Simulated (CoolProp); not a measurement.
Carbonyl sulfide at several states: fugacity coefficient from the reference equation and from simpler models built on Tc = 105.6 °C, pc = 6.369 MPa, ω = 0.098; each cubic takes its own stable root.

The numbers come from the reference Helmholtz-energy equation of state, Lemmon 2006 in CoolProp. It is a short technical equation, of lower accuracy than the large ones.

```
T (°C)  p (MPa)  phase  reference
------  -------  -----  ---------
131.95    0.716    gas     0.9696
142.35     1.16    gas     0.9547
187.55     1.58    gas     0.9557
110.05    0.394    gas     0.9801
332.75   0.0129    gas     0.9999
```

How far does each simpler model (van der Waals, Redlich-Kwong, Peng-Robinson) lie from the reference over these 5 states: mean and median of the absolute difference, and the worst?


- van der Waals: mean 0.2 %, median 0.2 %, worst +0.3 % at 142.35 °C and 1.16 MPa
- Redlich-Kwong: mean 0.1 %, median 0.1 %, worst -0.2 % at 187.55 °C and 1.58 MPa
- Peng-Robinson: mean 0.4 %, median 0.5 %, worst -0.8 % at 187.55 °C and 1.58 MPa
